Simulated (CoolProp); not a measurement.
A single-stage vapour-compression cycle with R22: evaporating at 260.15 K (dew point), condensing at 314.15 K (bubble point), superheat 2 K, subcooling 8 K, compressor efficiency 0.9, no pressure losses. Each further row changes one setting.

Values from CoolProp's reference Helmholtz-energy equation of state, Kamei 1995.

```
case                              cooling COP  pressure ratio  discharge temperature (K)  refrigerating effect (kJ/kg)  volumetric capacity (kJ/m³)
--------------------------------  -----------  --------------  -------------------------  ----------------------------  ---------------------------
as stated                                   …            4.93                      347.4                           161                         2200
evaporating temperature 265.15 K            …            4.13                      343.7                             …                         2640
condensing temperature 309.15 K          4.02            4.36                          …                           167                         2290
subcooling 13 K                             …            4.93                      347.4                           167                         2290
superheat 12 K                           3.52            4.93                          …                           168                         2190
compressor efficiency 0.8                3.15            4.93                      354.1                           161                         2200
```

### Question
What belongs in the gaps?

### Answer

- as stated, cooling COP: 3.55
- evaporating temperature 265.15 K, cooling COP: 4.06
- evaporating temperature 265.15 K, refrigerating effect (kJ/kg): 163
- condensing temperature 309.15 K, discharge temperature (K): 340.2
- subcooling 13 K, cooling COP: 3.69
- superheat 12 K, discharge temperature (K): 358.1
